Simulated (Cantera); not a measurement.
## Low-pressure radical oxidation in H2/O2

An isothermal, constant-pressure homogeneous reactor starts with 7.51 % H₂, 19.3 % O₂, 73.2 % N₂, equivalence ratio 0.20, at 1298 K and 0.00190 bar.

Cantera simulation using the H2/O2 subset of GRI-Mech 3.0, which has no nitrogen chemistry; the numbers are that mechanism's predictions, not measurements. Radical loss at walls, strong at low pressure, is not modelled. The temperature is held fixed by assumption; the heat of reaction is taken as removed at once.

| t (s) | x H₂ | x O₂ | x OH | x HO₂ | x H₂O₂ | x H |
|---|---|---|---|---|---|---|
| 3.00e-5 | 0.0751 | 0.193 | 4.55e-12 | 3.15e-10 | <1e-12 | 3.11e-10 |
| 0.000191 | 0.0751 | 0.193 | 1.54e-10 | 2.00e-9 | <1e-12 | 1.87e-9 |
| 0.00121 | 0.0751 | 0.193 | 3.74e-9 | 1.27e-8 | 1.46e-11 | 1.40e-8 |
| 0.00771 | 0.0751 | 0.193 | 1.65e-6 | 8.06e-8 | 5.34e-10 | 4.93e-6 |
| 0.0490 | 0.00457 | 0.151 | 0.00434 | 1.34e-7 | 7.82e-9 | 0.0281 |
| 0.311 | 0.00442 | 0.151 | 0.00428 | 1.35e-7 | 8.02e-9 | 0.0262 |
| 1.98 | 0.00351 | 0.153 | 0.00384 | 1.39e-7 | 9.01e-9 | 0.0166 |
| 12.6 | 0.000736 | 0.159 | 0.00179 | 1.11e-7 | 8.10e-9 | 0.00135 |
| 80.0 | 2.04e-5 | 0.161 | 0.000300 | 1.44e-8 | 1.37e-9 | 6.08e-6 |
x: mole fraction; the columns are a selection and need not sum to one.

Equilibrium at this temperature and pressure: H₂ 3.76e-7, O₂ 0.161, OH 4.08e-5, HO₂ 5.56e-9, H₂O₂ 7.38e-11, H 1.52e-8 (gas phase only).
